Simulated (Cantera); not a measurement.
Feed: 1 mol BN, 12 mol O2, 1.5 mol N2, equilibrated at 6.00 Pa.

Equilibrium computed with Cantera from the NASA thermochemical tables; the gas is ideal and each condensed phase is pure. Candidate condensed phases: B, BN, B2O3; 17 gas species. Kinetics and transport are ignored.

x: gas mole fraction; n: condensed amount in mol.

```tsv
T (°C)	x O2	x N2	x B2O3	x BO2	x O	x NO	x BO	n B2O3(l)
975	0.848	0.151	0.000692	7.49e-5	7.91e-6	…	8.87e-11	0.490
1025	0.846	0.150	0.00294	0.000255	2.03e-5	…	8.52e-10	0.459
1075	0.839	0.149	0.0111	0.000790	4.82e-5	…	6.90e-9	0.345
1125	0.817	0.145	0.0353	0.00215	0.000107	…	4.63e-8	0
1175	0.816	0.145	0.0347	0.00320	0.000228	…	1.57e-7	0
1225	0.815	0.145	0.0340	0.00461	0.000460	…	4.89e-7	0
1275	0.814	0.145	0.0331	0.00646	0.000889	…	1.41e-6	0
1325	0.812	0.144	0.0318	0.00881	0.00165	…	3.77e-6	0
1375	0.809	0.144	0.0303	0.0117	0.00294	…	9.44e-6	0
1425	0.805	0.143	0.0285	0.0152	0.00507	…	2.22e-5	0
```

Q: Some entries are withheld; supply them.

A: 
- 975, x NO: 0.000245
- 1025, x NO: 0.000343
- 1075, x NO: 0.000465
- 1125, x NO: 0.000606
- 1175, x NO: 0.000795
- 1225, x NO: 0.00102
- 1275, x NO: 0.00130
- 1325, x NO: 0.00161
- 1375, x NO: 0.00198
- 1425, x NO: 0.00240
